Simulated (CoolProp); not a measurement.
Octamethyltrisiloxane (MDM) at 293.15 K and 10.7 MPa is throttled through a valve to 1.71 MPa with no heat exchange. Each further row changes one setting.

The numbers come from the reference Helmholtz-energy equation of state, Thol 2017 in CoolProp.

| case | temperature change (K) | final density (kg/m³) |
|---|---|---|
| as stated | (withheld) | (withheld) |
| outlet pressure 0.513 MPa | (withheld) | (withheld) |
| outlet pressure 2.22 MPa | (withheld) | (withheld) |

**Question.** Fill in the missing entries.

**Answer.** 
- as stated, temperature change (K): +4.1
- as stated, final density (kg/m³): 819
- outlet pressure 0.513 MPa, temperature change (K): +4.6
- outlet pressure 0.513 MPa, final density (kg/m³): 816
- outlet pressure 2.22 MPa, temperature change (K): +3.8
- outlet pressure 2.22 MPa, final density (kg/m³): 820
